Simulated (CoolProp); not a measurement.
Sulfur dioxide at 431.88 K and 4.65 MPa is throttled through a valve to 0.865 MPa with no heat exchange. Each further row changes one setting.

Values from CoolProp's reference Helmholtz-energy equation of state, Gao 2016.

```
case                      temperature change (K)  final density (kg/m³)
------------------------  ----------------------  ---------------------
as stated                             (withheld)             (withheld)
outlet pressure 0.26 MPa                   -68.4             (withheld)
outlet pressure 1.12 MPa              (withheld)                   24.8
```

Q: What belongs in the gaps?

A: 
- as stated, temperature change (K): -56.8
- as stated, final density (kg/m³): 19.0
- outlet pressure 0.26 MPa, final density (kg/m³): 5.63
- outlet pressure 1.12 MPa, temperature change (K): -52.2
